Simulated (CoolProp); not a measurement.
A Linde-Hampson liquefier for normal hydrogen: isothermal reversible compression at 200 K from 1 atm to 25 MPa, throttling to 1 atm, return gas leaving the recuperator 2 K below the feed. Each further row changes one setting.

Model: reference Helmholtz-energy equation of state, Leachman 2009, in CoolProp.

```csv
case,compression work (kJ/kg of gas)
as stated,4700
high pressure 50 MPa,5450
warm-end temperature 230 K,5390
warm-end gap 7 K,4700
```
